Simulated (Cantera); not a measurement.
Premixed flame

A freely propagating, adiabatic, planar premixed flame of 23.1 % CO, 4.17 % H2, 13.7 % O2, 38.2 % N2, 20.8 % H2O, unburnt at 575 K and 0.110 bar; mixture-averaged transport, grid criteria slope 0.08 and curve 0.16, no radiation.

Computed with Cantera and GRI-Mech 3.0 (53 species, 325 reactions). Burning velocities carry a grid error of a few per cent, more on coarse grids.

```json
[
 {"z (mm)": "-27.0", "T (K)": "575", "u (m/s)": "2.34", "x CO": "0.231", "x H2": "0.0417", "x O2": "0.137", "x NO": "<1e-8", "x O": "<1e-8", "x HO2": "<1e-8"},
 {"z (mm)": "-18.0", "T (K)": "575", "u (m/s)": "2.34", "x CO": "0.231", "x H2": "0.0417", "x O2": "0.137", "x NO": "<1e-8", "x O": "<1e-8", "x HO2": "<1e-8"},
 {"z (mm)": "-13.5", "T (K)": "575", "u (m/s)": "2.34", "x CO": "0.231", "x H2": "0.0417", "x O2": "0.137", "x NO": "<1e-8", "x O": "<1e-8", "x HO2": "<1e-8"},
 {"z (mm)": "-9.00", "T (K)": "575", "u (m/s)": "2.34", "x CO": "0.231", "x H2": "0.0416", "x O2": "0.137", "x NO": "<1e-8", "x O": "<1e-8", "x HO2": "4.10e-8"},
 {"z (mm)": "-4.50", "T (K)": "578", "u (m/s)": "2.35", "x CO": "0.232", "x H2": "0.0409", "x O2": "0.137", "x NO": "<1e-8", "x O": "1.78e-6", "x HO2": "6.07e-5"},
 {"z (mm)": "-2.25", "T (K)": "708", "u (m/s)": "2.86", "x CO": "0.226", "x H2": "0.0356", "x O2": "0.132", "x NO": "<1e-8", "x O": "0.000154", "x HO2": "6.86e-5"},
 {"z (mm)": "0", "T (K)": "1098", "u (m/s)": "4.40", "x CO": "0.188", "x H2": "0.0197", "x O2": "0.102", "x NO": "1.74e-7", "x O": "0.00563", "x HO2": "2.03e-5"},
 {"z (mm)": "2.25", "T (K)": "1396", "u (m/s)": "5.45", "x CO": "0.113", "x H2": "0.0195", "x O2": "0.0643", "x NO": "1.17e-6", "x O": "0.0115", "x HO2": "7.56e-6"},
 {"z (mm)": "4.50", "T (K)": "1540", "u (m/s)": "5.89", "x CO": "0.0753", "x H2": "0.0239", "x O2": "0.0501", "x NO": "2.49e-6", "x O": "0.0118", "x HO2": "4.70e-6"},
 {"z (mm)": "9.00", "T (K)": "1670", "u (m/s)": "6.32", "x CO": "0.0652", "x H2": "0.0240", "x O2": "0.0440", "x NO": "4.59e-6", "x O": "0.0104", "x HO2": "3.39e-6"},
 {"z (mm)": "18.0", "T (K)": "1799", "u (m/s)": "6.74", "x CO": "0.0643", "x H2": "0.0211", "x O2": "0.0402", "x NO": "7.39e-6", "x O": "0.00814", "x HO2": "2.49e-6"},
 {"z (mm)": "36.0", "T (K)": "1926", "u (m/s)": "7.14", "x CO": "0.0603", "x H2": "0.0177", "x O2": "0.0356", "x NO": "1.19e-5", "x O": "0.00588", "x HO2": "1.73e-6"},
 {"z (mm)": "72.0", "T (K)": "2042", "u (m/s)": "7.50", "x CO": "0.0540", "x H2": "0.0142", "x O2": "0.0305", "x NO": "2.26e-5", "x O": "0.00398", "x HO2": "1.23e-6"}
]
```
x: mole fraction of selected species; z is measured from the peak of heat release.

The laminar burning velocity comes out as 234 cm/s, the thermal thickness comes out as 9.00 mm and the peak x(O) comes out as 0.0119. The peak x(HO2) is 9.76e-5 and the grid points is 169.
